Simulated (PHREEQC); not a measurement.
Make-up at 20 °C: 2.1 mmol/kgw NaH2PO4, 0.27 mmol/kgw Na2HPO4 and 0.083 mmol/kgw KCl. Closed to the air; pH follows from the charge balance.

Model: ion-association model, phreeqc.dat, run in PHREEQC.

```json
[
 {"quantity": "pH", "before": "6.25", "after": "6.39"},
 {"quantity": "HPO4-2 (mol/kgw)", "before": "0.000270", "after": "3.10e-6"},
 {"quantity": "NaHPO4- (mol/kgw)", "before": "1.10e-6", "after": "1.55e-10"},
 {"quantity": "H3PO4 (mol/kgw)", "before": "1.54e-7", "after": "1.16e-9"},
 {"quantity": "SI of Halite (NaCl)", "before": "-8.28", "after": "-12.23"},
 {"quantity": "SI of Sylvite (KCl)", "before": "-9.09", "after": "-13.04"}
]
```

Problem. Which change was made?
A. Na2HPO4 from 0.00027 to 0.000135 mol/kgw
B. NaH2PO4 replaced by H3PO4 at the same molality
C. NaH2PO4 from 0.0021 to 0.021 mol/kgw
D. diluted 100-fold with water

Solution. D, diluted 100-fold with water

No solid was allowed to form.
